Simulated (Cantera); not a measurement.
Input: 1 mol borazine, 2.7 mol H2, equilibrated at 1050 K and 10000 Pa.

Method: chemical equilibrium by Gibbs-energy minimisation in Cantera with the NASA 1993 tables (ideal gas, pure condensed phases). Candidate condensed phases: B, BN; 15 gas species. The feed counts by its element totals alone. The numbers say what is thermodynamically allowed, not how fast it happens.

Base state: H2 1.00 (mole fractions); condensed: BN(s).

**Question.** What changes in the equilibrium state with this change: borazine replaced by BF3?

**Answer.** 
```
species     before    after
----------  ------  -------
H2            1.00    0.728
BF3              0    0.269
HF               0  0.00148
BHF2             0  0.00148
BN(s), mol    3.00        0
```
